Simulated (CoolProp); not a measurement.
Vapour-liquid equilibrium of CH2F2 (R32) (1) + dimethyl ether (2) at 3.3 bar; x and y are mole fractions of (1).

Model: multi-fluid Helmholtz-energy mixture model, Tillner-Roth 1997 and Wu 2011; pair parameters Bell 2016, in CoolProp.

| x | bubble temperature (K) | y at the bubble point | dew temperature at overall composition x (K) | liquid density (mol/L) |
|---|---|---|---|---|
| 0.05 | 277.0 | 0.117 | 278.4 | 15.27 |
| 0.15 | 272.3 | 0.321 | 276.3 | 15.84 |
| 0.25 | 268.0 | 0.483 | 274.0 | 16.43 |
| 0.35 | 264.1 | 0.611 | 271.6 | 17.05 |
| 0.45 | 260.6 | 0.710 | 268.9 | 17.68 |
| 0.55 | 257.6 | 0.787 | 266.0 | 18.35 |
| 0.65 | 254.9 | 0.849 | 262.7 | 19.04 |
| 0.75 | 252.6 | 0.899 | 259.1 | 19.77 |
| 0.85 | 250.6 | 0.942 | 254.9 | 20.56 |
| 0.95 | 248.7 | 0.981 | 250.2 | 21.40 |

No azeotrope shows between x = 0.05 and 0.95.

Pair parameters are fitted to limited data, so mixtures are less certain than the pure fluids. The gap from Raoult's law changes sign with composition, which may be real or a fault of the pair parameters; it wasn't checked against measurements.
